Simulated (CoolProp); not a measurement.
Saturation properties of ammonia.

Values from CoolProp's reference Helmholtz-energy equation of state, Gao 2020.

| T (°C) | p (MPa) | liquid cp (kJ/(kg K)) | vapour Z |
|---|---|---|---|
| -69.05 | 0.01168 | 4.331 | 0.9932 |
| -63.85 | 0.01686 | 4.349 | 0.9913 |
| -58.65 | 0.02385 | 4.369 | 0.9891 |
| -53.45 | 0.03312 | 4.389 | 0.9865 |
| -48.25 | 0.04519 | 4.409 | 0.9835 |
| -43.15 | 0.06035 | 4.428 | 0.9801 |
| -37.95 | 0.07986 | 4.448 | 0.9762 |
| -32.75 | 0.1042 | 4.467 | 0.9718 |

It boils at -33.3 °C under 1 atm.
